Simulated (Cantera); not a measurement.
Cantera run:

```python
import numpy as np
import cantera as ct

gas_names = """
    C CH CH2 CH3 CH4 C2 C2H C2H2,acetylene C2H2,vinylidene C2H3,vinyl C2H4 C2H5 C2H6 C3 C3H3,propargyl
    C3H4,allene C3H4,propyne C3H4,cyclo- C3H5,allyl C3H6,propylene C3H6,cyclo- C3H7,n-propyl
    C3H7,i-propyl C3H8 C4 C4H2 C4H4,1,3-cyclo- C4H6,butadiene C4H6,2-butyne C4H6,cyclo- C4H8,1-butene
    C4H8,cis2-buten C4H8,tr2-butene C4H8,isobutene C4H8,cyclo- C4H9,n-butyl C4H9,i-butyl C4H9,s-butyl
    C4H9,t-butyl C4H10,isobutane C4H10,n-butane C5 C5H6,1,3cyclo- C5H8,cyclo- C5H10,1-pentene
    C5H10,cyclo- C5H11,pentyl C5H11,t-pentyl C5H12,n-pentane C5H12,i-pentane CH3C(CH3)2CH3 C6H2
    C6H5,phenyl C6H6 C6H10,cyclo- C6H12,1-hexene C6H12,cyclo- C6H13,n-hexyl C7H7,benzyl C7H8
    C7H14,1-heptene C7H15,n-heptyl C7H16,n-heptane C8H8,styrene C8H10,ethylbenz C8H16,1-octene
    C8H17,n-octyl C8H18,isooctane C8H18,n-octane C9H19,n-nonyl C10H8,naphthale C10H21,n-decyl
    C12H9,o-bipheny C12H10,bipheny H H2
""".split()
cond_names = """
    C(gr) C6H6(L) C7H8(L) C8H18(L),n-octa
""".split()


def load(file, names, dense=False):
    # The tables refer to 1 bar. Condensed volumes are neglected.
    table = {s.name: s for s in ct.Species.list_from_file(file)}
    out = []
    for n in names:
        d = dict(table[n].input_data)
        d["thermo"] = dict(d["thermo"], **{"reference-pressure": 1e5})
        if dense:
            d["equation-of-state"] = {"model": "constant-volume", "density": "1e6 g/cm^3"}
        out.append(ct.Species.from_dict(d))
    return out


gas = ct.Solution(thermo="ideal-gas", species=load("nasa_gas.yaml", gas_names))
cond = {s.name: ct.Solution(thermo="fixed-stoichiometry", species=[s], name=s.name)
        for s in load("nasa_condensed.yaml", cond_names, dense=True)}
atoms = {
    'C2H4': {'C': 2, 'H': 4},
    'H2': {'H': 2},
}
top_T = {'C(gr)': 4500}  # K; cautious upper limits of use, not melting points


def equilibrate(T, P, feed):
    n = {}
    for name, mol in feed.items():
        for a, k in atoms[name].items():
            n[a] = n.get(a, 0.0) + k * mol
    gas.TPX = T, P, n
    mass = sum(n.values()) * gas.mean_molecular_weight
    gas.equilibrate("TP")
    valid = [c for c in cond.values() if c.min_temp <= T <= top_T.get(c.name, c.max_temp)]
    mix = ct.Mixture([(gas, mass / gas.mean_molecular_weight)] + [(c, 0.0) for c in valid])
    mix.T, mix.P = T, P
    mix.equilibrate("TP", solver="vcs", rtol=1e-11, max_steps=5000)
    return mix


results = []
feed = {'C2H4': 1, 'H2': 2.8}  # mol
P = 1500  # Pa
for T in [725, 825, 925, 1025, 1125, 1225, 1325, 1425, 1525, 1625, 1725, 1825, 1925]:
    mix = equilibrate(T, P, feed)
    results.append((T, P, feed, dict(zip(mix.species_names, mix.species_moles))))
    x = sorted(zip(gas.X, gas.species_names), reverse=True)
    print(f"T = {T:g} K  P = {P:g} Pa  gas = {mix.phase_moles(0):.4g} mol")
    print("   x: " + "  ".join(f"{s} {v:.3e}" for v, s in x if v > 1e-06))
    print("   condensed (mol): " + ("  ".join(f"{mix.phase(i).name} {mix.phase_moles(i):.4g}"
          for i in range(1, mix.n_phases) if mix.phase_moles(i) > 1e-12) or "none"))
```

It prints:

```
T = 725 K  P = 1500 Pa  gas = 4.499 mol
   x: H2 9.330e-01  CH4 6.700e-02
   condensed (mol): C(gr) 1.699
T = 825 K  P = 1500 Pa  gas = 4.737 mol
   x: H2 9.868e-01  CH4 1.321e-02
   condensed (mol): C(gr) 1.937
T = 925 K  P = 1500 Pa  gas = 4.784 mol
   x: H2 9.966e-01  CH4 3.381e-03
   condensed (mol): C(gr) 1.984
T = 1025 K  P = 1500 Pa  gas = 4.795 mol
   x: H2 9.989e-01  CH4 1.100e-03
   condensed (mol): C(gr) 1.995
T = 1125 K  P = 1500 Pa  gas = 4.798 mol
   x: H2 9.996e-01  CH4 4.324e-04
   condensed (mol): C(gr) 1.998
T = 1225 K  P = 1500 Pa  gas = 4.799 mol
   x: H2 9.998e-01  CH4 1.969e-04  H 2.544e-06
   condensed (mol): C(gr) 1.999
T = 1325 K  P = 1500 Pa  gas = 4.8 mol
   x: H2 9.999e-01  CH4 1.007e-04  H 1.335e-05
   condensed (mol): C(gr) 2
T = 1425 K  P = 1500 Pa  gas = 4.8 mol
   x: H2 9.999e-01  CH4 5.650e-05  H 5.569e-05  C2H2,acetylene 3.525e-06
   condensed (mol): C(gr) 2
T = 1525 K  P = 1500 Pa  gas = 4.8 mol
   x: H2 9.998e-01  H 1.931e-04  CH4 3.420e-05  C2H2,acetylene 1.209e-05
   condensed (mol): C(gr) 2
T = 1625 K  P = 1500 Pa  gas = 4.801 mol
   x: H2 9.994e-01  H 5.759e-04  C2H2,acetylene 3.554e-05  CH4 2.203e-05
   condensed (mol): C(gr) 2
T = 1725 K  P = 1500 Pa  gas = 4.804 mol
   x: H2 9.984e-01  H 1.515e-03  C2H2,acetylene 9.199e-05  CH4 1.493e-05
   condensed (mol): C(gr) 1.999
T = 1825 K  P = 1500 Pa  gas = 4.809 mol
   x: H2 9.962e-01  H 3.589e-03  C2H2,acetylene 2.139e-04  CH4 1.055e-05
   condensed (mol): C(gr) 1.998
T = 1925 K  P = 1500 Pa  gas = 4.819 mol
   x: H2 9.918e-01  H 7.774e-03  C2H2,acetylene 4.541e-04  CH4 7.707e-06  CH3 1.207e-06
   condensed (mol): C(gr) 1.996
```

Cantera equilibrium calculation (NASA polynomials, part measured and part estimated; ideal gas, pure solids and liquids).
